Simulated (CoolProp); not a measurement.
Vapour-liquid equilibrium of ethanol (1) + p-xylene (2) at 70.85 °C; x and y are mole fractions of (1).

Computed with CoolProp (multi-fluid Helmholtz-energy mixture model, Schroeder 2014 and Zhou 2012; pair parameters Bell 2016).

```
x      bubble pressure (MPa)  y at the bubble point  dew pressure at overall composition x (MPa)  liquid density (mol/L)
-----  ---------------------  ---------------------  -------------------------------------------  ----------------------
0.05                 0.03312                  0.681                                      0.01145                   7.881
0.125                0.05077                  0.800                                      0.01242                   8.192
0.2                  0.05842                  0.831                                      0.01357                   8.535
0.275                0.06143                  0.842                                            …                   8.915
0.35                 0.06248                  0.846                                      0.01664                   9.337
0.425                0.06290                  0.847                                      0.01877                   9.808
0.5                        …                  0.850                                      0.02150                   10.34
0.575                0.06410                  0.854                                      0.02517                   10.93
0.65                 0.06529                  0.863                                      0.03033                   11.60
0.725                0.06690                  0.878                                      0.03808                   12.35
0.8                  0.06883                  0.900                                      0.05083                   13.21
0.875                0.07097                      …                                      0.06659                   14.19
0.95                 0.07316                  0.970                                      0.07212                   15.31
```

Task: What belongs in the gaps?

Result: 
- 0.275, dew pressure at overall composition x (MPa): 0.01495
- 0.5, bubble pressure (MPa): 0.06334
- 0.875, y at the bubble point: 0.931

No azeotrope shows between x = 0.05 and 0.95.

The pair parameters rest on a limited set of measurements; away from them the model extrapolates. With so large a gap from Raoult's law the liquid may split in two, which this calculation doesn't test in full.
